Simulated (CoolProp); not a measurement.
Model: reference Helmholtz-energy equation of state, Akasaka 2015, in CoolProp.

Task: Give the vapour pressure (kPa), liquid cp (kJ/(kg K)), surface tension (mN/m), liquid viscosity (µPa s) of saturated R245fa at 359.3, 396 K.

Result: 
```
T (K)  p (kPa)  liquid cp (kJ/(kg K))  surface tension (mN/m)  liquid viscosity (µPa s)
-----  -------  ---------------------  ----------------------  ------------------------
359.3      918                   1.52                    6.19                       196
396       2040                   1.83                    2.33                       124
```

Viscosity comes from a separate model (Bell 2016), an estimate that may be off by 10 % or more. Surface tension comes from a separate correlation (Mulero 2012).
